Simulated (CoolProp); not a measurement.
Vapour-liquid equilibrium of propylene (1) + propane (2) at 0.196 MPa; x and y are mole fractions of (1).

Model: multi-fluid Helmholtz-energy mixture model, Lemmon 2013 and Lemmon 2009; pair parameters Bell 2016, in CoolProp.

Question: Give the bubble temperature and the first vapour's composition at x = 0.275, 0.575, 0.875. Is there an azeotrope?

Answer: x = 0.275: -28.4 °C, y = 0.330; x = 0.575: -30.3 °C, y = 0.624; x = 0.875: -31.6 °C, y = 0.890. No azeotrope shows between x = 0.05 and 0.95.

The pair parameters rest on a limited set of measurements; away from them the model extrapolates.
